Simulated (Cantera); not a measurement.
A closed system holds: 1 mol Si2Cl6, 43 mol N2, at 1 atm.

Cantera equilibrium calculation (NASA polynomials, part measured and part estimated; ideal gas, pure solids and liquids). Candidate condensed phases: Si, Si3N4; 13 gas species. The feed counts by its element totals alone. N2 is the only nitrogen source here; it is nearly inert below about 1500 K, so the nitride shown seldom forms there in practice. The tables' values for SiCl3 are old estimates; treat these amounts as uncertain. Kinetics and transport are ignored. All values below are at 1248 K.

Base state: N2 0.966, SiCl4 0.0337, SiCl3 0.000374, SiCl2 3.00e-5 (mole fractions); condensed: Si3N4(s).

Task: What changes in the equilibrium state with this change: Si2Cl6 replaced by SiH4?

Result: 
```
species          before   after
-------------  --------  ------
N2                0.966   0.955
H2                    0  0.0451
SiCl4            0.0337       0
SiCl3          0.000374       0
SiCl2           3.00e-5       0
Si3N4(s), mol     0.165   0.333
```
